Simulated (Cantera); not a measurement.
A closed system holds: 1 mol Si₂H₆, a varied amount of HCl, 3.5 mol N₂, equilibrated at 1025 K and 0.300 bar.

Cantera equilibrium calculation (NASA polynomials, part measured and part estimated; ideal gas, pure solids and liquids). Candidate condensed phases: NH₄Cl, Si, Si₃N₄; 28 gas species. The feed counts by its element totals alone. N₂ is the only nitrogen source here; it is nearly inert below about 1500 K, so the nitride shown seldom forms there in practice. The tables' values for SiCl₃ are old estimates; treat these amounts as uncertain. Rates play no part.

x: gas mole fraction; n: condensed amount in mol.

```json
[
 {"n(HCl) (mol)": "0.037", "x H₂": "0.576", "x N₂": "0.416", "x HCl": "0.00711", "x SiCl₄": "2.52e-9", "x SiHCl₃": "(withheld)", "n Si₃N₄(s)": "0.667"},
 {"n(HCl) (mol)": "0.06", "x H₂": "0.574", "x N₂": "0.415", "x HCl": "0.0115", "x SiCl₄": "1.73e-8", "x SiHCl₃": "(withheld)", "n Si₃N₄(s)": "0.667"},
 {"n(HCl) (mol)": "0.096", "x H₂": "0.570", "x N₂": "0.412", "x HCl": "0.0182", "x SiCl₄": "1.12e-7", "x SiHCl₃": "(withheld)", "n Si₃N₄(s)": "0.667"},
 {"n(HCl) (mol)": "0.16", "x H₂": "0.563", "x N₂": "0.407", "x HCl": "0.0300", "x SiCl₄": "8.53e-7", "x SiHCl₃": "(withheld)", "n Si₃N₄(s)": "0.667"},
 {"n(HCl) (mol)": "0.25", "x H₂": "0.554", "x N₂": "0.400", "x HCl": "0.0461", "x SiCl₄": "4.97e-6", "x SiHCl₃": "(withheld)", "n Si₃N₄(s)": "0.667"},
 {"n(HCl) (mol)": "0.4", "x H₂": "0.539", "x N₂": "0.389", "x HCl": "0.0717", "x SiCl₄": "3.12e-5", "x SiHCl₃": "(withheld)", "n Si₃N₄(s)": "0.667"},
 {"n(HCl) (mol)": "0.65", "x H₂": "0.516", "x N₂": "0.373", "x HCl": "0.111", "x SiCl₄": "0.000200", "x SiHCl₃": "(withheld)", "n Si₃N₄(s)": "0.666"},
 {"n(HCl) (mol)": "1", "x H₂": "0.489", "x N₂": "0.352", "x HCl": "0.158", "x SiCl₄": "0.000963", "x SiHCl₃": "(withheld)", "n Si₃N₄(s)": "0.665"},
 {"n(HCl) (mol)": "1.7", "x H₂": "0.448", "x N₂": "0.320", "x HCl": "0.227", "x SiCl₄": "0.00517", "x SiHCl₃": "(withheld)", "n Si₃N₄(s)": "0.655"},
 {"n(HCl) (mol)": "2.7", "x H₂": "0.415", "x N₂": "0.287", "x HCl": "0.282", "x SiCl₄": "0.0155", "x SiHCl₃": "(withheld)", "n Si₃N₄(s)": "0.626"},
 {"n(HCl) (mol)": "4.4", "x H₂": "0.387", "x N₂": "0.252", "x HCl": "0.326", "x SiCl₄": "0.0345", "x SiHCl₃": "(withheld)", "n Si₃N₄(s)": "0.557"}
]
```

Q: Fill in the missing entries.

A: 
- 0.037, x SiHCl₃: 1.76e-9
- 0.06, x SiHCl₃: 7.44e-9
- 0.096, x SiHCl₃: 3.02e-8
- 0.16, x SiHCl₃: 1.38e-7
- 0.25, x SiHCl₃: 5.13e-7
- 0.4, x SiHCl₃: 2.02e-6
- 0.65, x SiHCl₃: 8.01e-6
- 1, x SiHCl₃: 2.55e-5
- 1.7, x SiHCl₃: 8.77e-5
- 2.7, x SiHCl₃: 0.000196
- 4.4, x SiHCl₃: 0.000352
